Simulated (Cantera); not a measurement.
A closed system holds: 1 mol Si₂H₆, 6.4 mol NO, a varied amount of H₂, held at 923.15 K and 1.40 mbar.

Method: chemical equilibrium by Gibbs-energy minimisation in Cantera with the NASA 1993 tables (ideal gas, pure condensed phases). Candidate condensed phases: H₂O, Si, SiO₂, Si₂N₂O, Si₃N₄; 35 gas species. The feed counts by its element totals alone. Rates play no part.

Question: At 24 mol H₂, list the 3 most abundant gas species with their mole fractions, and the condensed phases.

Answer: H₂ 0.815, N₂ 0.106, H₂O 0.0795. Condensed: SiO₂(β-quartz).
